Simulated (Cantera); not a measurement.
What does this Cantera script print?

```python
import numpy as np
import cantera as ct

gas_names = [...]  # 110 gases of nasa_gas.yaml made of C, H, O
cond_names = """
    C(gr) C6H6(L) C7H8(L) C8H18(L),n-octa H2O(s) H2O(L)
""".split()


# ... load() reads the species with a 1 bar reference pressure and builds the phases ...
atoms = {
    'CH3OH': {'C': 1, 'H': 4, 'O': 1},
    'O2': {'O': 2},
    'H2': {'H': 2},
}
top_T = {'C(gr)': 4500}  # K; cautious upper limits of use, not melting points


# ... equilibrate(T, P, feed) seeds the gas with the atoms and calls Mixture.equilibrate('TP', solver="vcs", rtol=1e-11, max_steps=5000) ...
results = []
feed = {'CH3OH': 1, 'O2': 0.23, 'H2': 9.1}  # mol
T = 2100  # K
P = 101325  # Pa
mix = equilibrate(T, P, feed)
results.append((T, P, feed, dict(zip(mix.species_names, mix.species_moles))))
print(gas.report(threshold=1e-05))
for i in range(1, mix.n_phases):
    print(f"{mix.phase(i).name:16s} {mix.phase_moles(i):12.5e} mol")
```

Output:

```
       temperature   2100 K
          pressure   1.0132e+05 Pa
           density   0.027655 kg/m^3
  mean mol. weight   4.7655 kg/kmol
   phase of matter   gas

                          1 kg             1 kmol
                     ---------------   ---------------
          enthalpy        8.3588e+06        3.9834e+07  J
   internal energy        4.6949e+06        2.2374e+07  J
           entropy             42495        2.0251e+05  J/K
    Gibbs function        -8.088e+07       -3.8544e+08  J
 heat capacity c_p            7412.8             35326  J/K
 heat capacity c_v            5668.1             27012  J/K

                      mass frac. Y      mole frac. X     chem. pot. / RT
                     ---------------   ---------------   ---------------
                CO           0.48091          0.081821           -36.691
               CO2         0.0064915        0.00070294            -61.75
                 H        0.00061324         0.0028992           -9.8774
                H2           0.37114           0.87732           -19.755
               H2O           0.14079          0.037244           -44.814
                OH        5.2292e-05        1.4653e-05           -34.937
     [ +104 minor]        8.9016e-07        1.7893e-07

C(gr)             0.00000e+00 mol
```

Method: chemical equilibrium by Gibbs-energy minimisation in Cantera with the NASA 1993 tables (ideal gas, pure condensed phases).
